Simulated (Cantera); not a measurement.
An isothermal, constant-pressure homogeneous reactor starts with CH4 : H2 = 0.015 : 1 (molar parts), at 1600 K and 0.0267 bar. Integrator tolerance rtol = 1e-08.

Cantera simulation using GRI-Mech 3.0 (53 species, 325 reactions); the numbers are that mechanism's predictions, not measurements. GRI-Mech 3.0 stops at C3 and has no aromatics, soot or wall deposition, so with more carbon than oxygen in the feed, carbon stays in small species such as C2H2 where larger ones or solid carbon would form. Radical loss at walls, strong at low pressure, is not modelled.

```tsv
quantity	before	after
x(CH4) at 20.0 s	0.00400 (gas-phase equilibrium 0.000676)	2.75e-6 (gas-phase equilibrium 2.78e-6)
x(H2) at 20.0 s	0.990 (gas-phase equilibrium 0.992)	0.864 (gas-phase equilibrium 0.864)
x(C2H2) at 20.0 s	0.00528 (gas-phase equilibrium 0.00692)	0.00673 (gas-phase equilibrium 0.00673)
x(C2H4) at 20.0 s	1.62e-5 (gas-phase equilibrium 2.02e-5)	1.23e-7 (gas-phase equilibrium 1.23e-7)
x(C2H) at 20.0 s	5.83e-9 (gas-phase equilibrium 7.83e-9)	6.83e-5 (gas-phase equilibrium 6.83e-5)
x(CH3) at 20.0 s	2.67e-5 (gas-phase equilibrium 4.62e-6)	7.37e-6 (gas-phase equilibrium 7.45e-6)
```

Q: Which change was made?
A) temperature 1600 to 2000 K
B) temperature 1600 to 2475 K
C) CH4 0.015 to 0.0046 parts
D) pressure from 0.0267 bar to 0.0133 bar

A: B, temperature 1600 to 2475 K
